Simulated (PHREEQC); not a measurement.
**Buffer: an equilibrium model**

Solution (20 °C): 3 mmol/kgw HF, 0.45 mmol/kgw NaOH and 24 mmol/kgw KCl. Closed to the air; pH follows from the charge balance.

The numbers come from PHREEQC with the ion-association model, phreeqc.dat.

This is a speciation only: nothing precipitates in the calculation.

### Question
Predict the pH, specific conductance.

### Answer
pH 3.05; specific conductance 3240 µS/cm.

### Question
In which forms is F present?

### Answer
HF 51 %, F- 49 %, HF2- 0.5 % of the F.
